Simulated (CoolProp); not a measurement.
Computed with CoolProp (reference Helmholtz-energy equation of state, Lemmon 2006). It is a short technical equation, of lower accuracy than the large ones.

Task: Give the vapour pressure (kPa), enthalpy of vaporisation (kJ/kg), liquid cp (kJ/(kg K)) of saturated carbonyl sulfide at -56.55, -53.45 °C.

Result: 
```tsv
T (°C)	p (kPa)	enthalpy of vaporisation (kJ/kg)	liquid cp (kJ/(kg K))
-56.55	74.6	313	1.18
-53.45	86.8	311	1.18
```
